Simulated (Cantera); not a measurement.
## Si3N4 + F2 + H2 (nitride etching)

Input: 1 mol Si3N4, 1.7 mol F2, 27 mol H2, held at 1073 K and 10.5 Torr.

Equilibrium computed with Cantera from the NASA thermochemical tables; the gas is ideal and each condensed phase is pure. Candidate condensed phases: Si, Si3N4; 37 gas species. The tables' values for SiF3 are old estimates; treat these amounts as uncertain. Equilibrium is a limit: real reactors are often held back by kinetics, nucleation or transport.

The x(H2) is 0.950. The x(SiF4) is 0.0295, the x(N2) is 0.0199 and the x(HF) is 0.000696. The x(SiHF3) is 0.000265 and the x(SiF3) comes out as 3.72e-5. The x(SiH2F2) is 1.22e-6. The n(Si3N4(s)) is 0.718 mol. The gas amount is 28.42 mol and the log10 activity of Si(s) (absent) is -3.94.
